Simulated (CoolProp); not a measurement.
Saturated liquid density (kg/m³) of carbon monoxide: the reference equation beside estimates from Tc = 132.9 K, pc = 3.498 MPa, ω = 0.050. Rackett uses Z = 0.29056 − 0.08775 ω.

Model: reference Helmholtz-energy equation of state, Lemmon 2006, in CoolProp. It is a short technical equation, of lower accuracy than the large ones.

```tsv
T (K)	reference	Rackett	van der Waals	Soave-Redlich-Kwong
86.5	771.5	782.4	527.0	767.4
89	760.0	771.1	519.2	754.4
91.5	748.2	759.5	511.2	740.9
94	736.1	747.6	503.0	726.9
96.5	723.6	735.3	494.4	712.2
99	710.7	722.6	485.5	696.8
101.5	697.3	709.5	476.2	680.7
104	683.4	695.8	466.4	663.8
106.5	[?]	681.6	456.3	646.0
109	653.7	[?]	445.6	627.1
111.5	637.7	651.0	434.2	607.1
114.1	620.0	633.6	421.7	584.9
116.6	601.8	615.7	408.8	561.9
119.1	582.1	596.4	394.8	537.0
121.6	560.5	575.0	[?]	509.7
```

Question: Fill in the missing entries.

Answer: 
- 106.5, reference: 668.9
- 109, Rackett: 666.7
- 121.6, van der Waals: 379.5

Absolute difference from the reference over all 15 rows, mean and median: Rackett 1.9 and 1.8 %, van der Waals 31.8 and 31.8 %, Soave-Redlich-Kwong 3.6 and 2.9 %.
